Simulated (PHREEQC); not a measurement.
A PHREEQC speciation (ion-association model, wateq4f.dat) at 25 °C gives pH 2.31 and these molalities:

| species | mol/kgw |
|---|---|
| Zn+2 | 0.125 |
| ZnSO4 | 0.0955 |
| SO4-2 | 0.0733 |
| Zn(SO4)2-2 | 0.0448 |
| HF | 0.0438 |
| Cl- | 0.0120 |
| K+ | 0.0118 |
| F- | 0.0108 |
| HSO4- | 0.0105 |
| H+ | 0.00634 |
| H2F2 | 0.00563 |
| ZnF+ | 0.00404 |
| HF2- | 0.00204 |
| KSO4- | 0.00115 |
| ZnCl+ | 0.000987 |
| ZnCl2 | 4.58e-6 |

Question: What are the element totals, and what could have been dissolved in 1 kg of water to give them?

Answer: One answer among several that fit: totals Cl 0.0130, F 0.0740, K 0.0130, S(6) 0.270, Zn 0.270 mol/kgw, from 0.074 mol/kgw HF, 0.27 mol/kgw ZnSO4 and 0.013 mol/kgw KCl.

No solid was allowed to form. Species that the database lacks are ignored. wateq4f.dat counts part of the HF as a dimer, H2F2, which phreeqc.dat doesn't know; its constant is uncertain.
